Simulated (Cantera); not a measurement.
borazine + H2O + H2 (boron, boron nitride and boron oxide)

A closed system holds: 1 mol borazine, 0.13 mol H2O, 44 mol H2, held at 13300 Pa.

These are equilibrium values from Cantera (NASA tables, ideal gas, pure condensed phases), not measurements of a reactor. Candidate condensed phases: B, BN, B2O3, B3O3H3, H2O; 39 gas species. The feed counts by its element totals alone. Mutual solubility and eutectic melting of coexisting phases are not modelled. Kinetics and transport are ignored.

```tsv
T (K)	log p H2	log p HBO	log p N2	log p HBO2	log p H2O	log p H	log p B2O3	log p B2O2	n BN(s)	n B2O3(l)
1223	-0.88	-5.87	-3.99	-5.07	-4.26	-6.96	-7.72	-9.58	2.93	0.0347
1248	-0.88	-5.62	-3.99	-4.93	-4.26	-6.77	-7.38	-9.13	2.93	0.0338
1273	-0.88	-5.38	-3.99	-4.79	-4.27	-6.58	-7.06	-8.70	2.93	0.0326
1298	-0.88	-5.15	-3.99	-4.66	-4.28	-6.41	-6.75	-8.28	2.93	0.0310
1323	-0.88	-4.93	-3.99	-4.53	-4.28	-6.24	-6.46	-7.88	2.93	0.0287
1348	-0.88	-4.72	-3.99	-4.41	-4.29	-6.07	-6.18	-7.50	2.93	0.0255
1373	-0.88	-4.52	-3.99	-4.30	-4.29	-5.92	-5.90	-7.13	2.93	0.0212
1398	-0.88	-4.33	-3.99	-4.19	-4.29	-5.76	-5.64	-6.77	2.93	0.0153
1423	-0.88	-4.14	-3.98	-4.08	-4.30	-5.62	-5.39	-6.43	2.93	0.00720
1448	-0.88	-3.98	-3.96	-4.02	-4.32	-5.47	-5.21	-6.15	2.92	0
1473	-0.88	-3.89	-3.93	-4.06	-4.39	-5.34	-5.20	-5.99	2.92	0
1498	-0.88	-3.80	-3.90	-4.12	-4.46	-5.20	-5.21	-5.85	2.91	0
1523	-0.88	-3.73	-3.87	-4.19	-4.54	-5.07	-5.25	-5.73	2.90	0
1548	-0.88	-3.66	-3.85	-4.28	-4.63	-4.95	-5.30	-5.63	2.90	0
```
log p: log10 of the partial pressure in bar; n: condensed amount in mol.

From 1223 K to 1423 K the condensed part is BN(s) + B2O3(l). From 1448 K to 1548 K the condensed part is BN(s). The main B-bearing gas is HBO2 at 1223 K and HBO at 1548 K. The share of B in condensed phases is highest at 1223 K (99.9 %) and lowest at 1548 K (96.6 %).
